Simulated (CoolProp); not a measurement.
Computed with CoolProp (reference Helmholtz-energy equation of state, Gao 2020).

### Question
For ammonia, give the phase and the speed of sound (m/s), Joule-Thomson coefficient (K/MPa), viscosity (µPa s) at 422.45 °C and 20.8 kPa; 67.65 °C and 3020 kPa.

### Answer
- 422.45 °C and 20.8 kPa: gas; speed of sound 641, Joule-Thomson coefficient 2.26, viscosity 25.2
- 67.65 °C and 3020 kPa: gas; speed of sound 398, Joule-Thomson coefficient 15.7, viscosity 11.4

Viscosity comes from a separate model (Fenghour 1995).
